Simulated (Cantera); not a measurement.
Charge: 1 mol Si(CH3)4, 2.2 mol CH4, 530 mol H2, equilibrated at 2323 K.

Method: chemical equilibrium by Gibbs-energy minimisation in Cantera with the NASA 1993 tables (ideal gas, pure condensed phases). Candidate condensed phases: C, C6H6, C7H8, C8H18, Si, SiC; 87 gas species. Gases not in the tables: Si2H6 and higher silanes. The numbers say what is thermodynamically allowed, not how fast it happens.

x: gas mole fraction; n: condensed amount in mol.

```json
[
 {"P (Pa)": "100", "x H2": "0.706", "x H": "0.289", "x C2H2 (acetylene)": "0.00342", "x Si": "0.00136", "x SiC2": "0.000203", "x CH4": "1.02e-7", "x SiH": "1.28e-5", "n C(graphite)": "1.45", "n SiC(s)": "0"},
 {"P (Pa)": "240", "x H2": "0.796", "x H": "0.198", "x C2H2 (acetylene)": "0.00385", "x Si": "0.00142", "x SiC2": "0.000212", "x CH4": "3.11e-7", "x SiH": "2.19e-5", "n C(graphite)": "1.21", "n SiC(s)": "0"},
 {"P (Pa)": "560", "x H2": "0.859", "x H": "___", "x C2H2 (acetylene)": "0.00416", "x Si": "0.00145", "x SiC2": "0.000217", "x CH4": "___", "x SiH": "___", "n C(graphite)": "___", "n SiC(s)": "0"},
 {"P (Pa)": "1300", "x H2": "0.903", "x H": "___", "x C2H2 (acetylene)": "0.00437", "x Si": "0.00145", "x SiC2": "0.000217", "x CH4": "___", "x SiH": "___", "n C(graphite)": "___", "n SiC(s)": "0"},
 {"P (Pa)": "3200", "x H2": "0.935", "x H": "0.0589", "x C2H2 (acetylene)": "0.00453", "x Si": "0.00141", "x SiC2": "0.000211", "x CH4": "5.73e-6", "x SiH": "8.61e-5", "n C(graphite)": "0.851", "n SiC(s)": "0"},
 {"P (Pa)": "7500", "x H2": "0.955", "x H": "0.0389", "x C2H2 (acetylene)": "0.00462", "x Si": "0.00131", "x SiC2": "0.000196", "x CH4": "1.40e-5", "x SiH": "0.000124", "n C(graphite)": "0.796", "n SiC(s)": "0"},
 {"P (Pa)": "18000", "x H2": "0.969", "x H": "0.0253", "x C2H2 (acetylene)": "0.00469", "x Si": "0.000969", "x SiC2": "0.000145", "x CH4": "3.46e-5", "x SiH": "0.000143", "n C(graphite)": "0.622", "n SiC(s)": "0.174"},
 {"P (Pa)": "42000", "x H2": "0.978", "x H": "0.0166", "x C2H2 (acetylene)": "0.00473", "x Si": "0.000415", "x SiC2": "6.20e-5", "x CH4": "8.22e-5", "x SiH": "9.39e-5", "n C(graphite)": "0.254", "n SiC(s)": "0.606"},
 {"P (Pa)": "100000", "x H2": "0.984", "x H": "0.0108", "x C2H2 (acetylene)": "0.00476", "x Si": "0.000174", "x SiC2": "2.60e-5", "x CH4": "0.000198", "x SiH": "6.10e-5", "n C(graphite)": "0.0232", "n SiC(s)": "0.799"}
]
```

Task: Complete the blanks.

Result: 
- 560, x H: 0.135
- 560, x CH4: 8.47e-7
- 560, x SiH: 3.56e-5
- 560, n C(graphite): 1.04
- 1300, x H: 0.0908
- 1300, x CH4: 2.17e-6
- 1300, x SiH: 5.56e-5
- 1300, n C(graphite): 0.932
